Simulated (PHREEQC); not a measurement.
A solution holds 0.0044 mol H3PO4, 0.00026 mol K2HPO4 and 0.0094 mol ZnSO4 per kg of water, at 25 °C. Closed to the air; pH follows from the charge balance.

Equilibrium calculation in PHREEQC: ion-association model, wateq4f.dat.

No solid was allowed to form.

Question: What pH, ionic strength does the model give?

Answer: pH 2.67; ionic strength 0.0288 mol/kgw.

Question: In which forms is Zn present?

Answer: Zn+2 71 %, ZnSO4 28 %, Zn(SO4)2-2 1.3 % of the Zn.

Complexes and solids missing from the database can't appear. H3PO4, which wateq4f.dat lacks, is added to it with the constant of phreeqc.dat. The database has no phosphate complexes of Zn.
